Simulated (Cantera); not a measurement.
**Ignition delay**

Mixture: 35.3 % H2, 13.6 % O2, 51.1 % N2, equivalence ratio 1.3, at 10.0 bar, adiabatic and at constant pressure. Ignition delay is the time to a rise of 400 K.

Computed with Cantera and GRI-Mech 3.0 (53 species, 325 reactions). The hydrogen kinetics of GRI-Mech 3.0 are dated; newer H2 mechanisms differ, most at raised pressure.

```csv
T0 (K),delay (ms)
950,26.4
1000,7.82
1050,2.48
1100,0.801
1150,0.244
1200,0.0604
1250,0.0122
1300,0.00522
1350,0.00328
1400,0.00237
```

```
Property                                                Result
--------------------------------------------------  ----------
apparent activation energy between 1300 and 1400 K  120 kJ/mol
```
